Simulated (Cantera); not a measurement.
An adiabatic, constant-pressure homogeneous reactor starts with 9.42 % CH4, 19.0 % O2, 71.6 % N2, equivalence ratio 0.99, at 1450 K and 2.60 bar.

Computed with Cantera and GRI-Mech 3.0 (53 species, 325 reactions).

Q: Predict: time of steepest temperature rise; temperature at 0.300 s; equilibrium temperature; x(O2) at 0.300 s; x(H2O) at 0.300 s; x(NO) at 0.300 s; x(HCN) at 0.300 s.

A: 
```
Item                                                                 Value
---------------------------------  ---------------------------------------
time of steepest temperature rise                                 0.952 ms
temperature at 0.300 s                                              2777 K
equilibrium temperature                                             2777 K
x(O2) at 0.300 s                     0.0174 (gas-phase equilibrium 0.0174)
x(H2O) at 0.300 s                      0.156 (gas-phase equilibrium 0.156)
x(NO) at 0.300 s                   0.00961 (gas-phase equilibrium 0.00961)
x(HCN) at 0.300 s                  1.81e-9 (gas-phase equilibrium 1.81e-9)
```
